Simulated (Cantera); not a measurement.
An isothermal, constant-pressure homogeneous reactor starts with 30.2 % NO, 69.5 % N2, 0.302 % H2O, at 1800 K and 52.5 Torr.

Computed with Cantera and GRI-Mech 3.0 (53 species, 325 reactions).

One state of this run: x NO = 0.261; x O2 = 0.0206; x N2O = 2.34e-5; x O = 7.15e-5; x N2 = 0.715. x: mole fraction; the columns are a selection and need not sum to one.

### Question
Which value of t (s) does it belong to?
A. 0.000194
B. 11.2
C. 0.00121
D. 70.0

### Answer
B, 11.2
